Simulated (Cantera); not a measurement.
Input: 1 mol CH₂F₂, 0.24 mol HCl, 0.18 mol H₂, equilibrated at 0.133 bar.

Cantera equilibrium calculation (NASA polynomials, part measured and part estimated; ideal gas, pure solids and liquids). Candidate condensed phases: C, C₆H₆, C₇H₈, C₈H₁₈; 118 gas species. The numbers say what is thermodynamically allowed, not how fast it happens. All values below are at 1773 K.

Base state: HF 0.826, HCl 0.0989, H₂ 0.0744, Cl 0.000217, H 0.000212, C₂H₂ (acetylene) 1.04e-5 (mole fractions); condensed: C(graphite).

Question: What changes in the equilibrium state with this change: pressure from 0.133 bar to 66.0 Pa?

Answer: 
```tsv
species	before	after
HF	0.826	0.824
HCl	0.0989	0.0959
H₂	0.0744	0.0741
H	0.000212	0.00302
Cl	0.000217	0.00300
C₂H₂ (acetylene)	1.04e-5	1.04e-5
C(graphite), mol	1.000	1.000
```
